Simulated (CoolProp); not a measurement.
Vapour-liquid equilibrium of benzene (1) + n-heptane (2) at 151.45 °C; x and y are mole fractions of (1).

The numbers come from the multi-fluid Helmholtz-energy mixture model, Thol 2012 and Span 2003; pair parameters Bell 2016 in CoolProp.

### Question
Give the bubble pressure and the first vapour's composition at x = 0.05, 0.5, 0.8. Is there an azeotrope?

### Answer
x = 0.05: 0.4015 MPa, y = 0.082; x = 0.5: 0.5286 MPa, y = 0.601; x = 0.8: 0.5813 MPa, y = 0.834. No azeotrope shows between x = 0.05 and 0.95.

Pair parameters are fitted to limited data, so mixtures are less certain than the pure fluids.
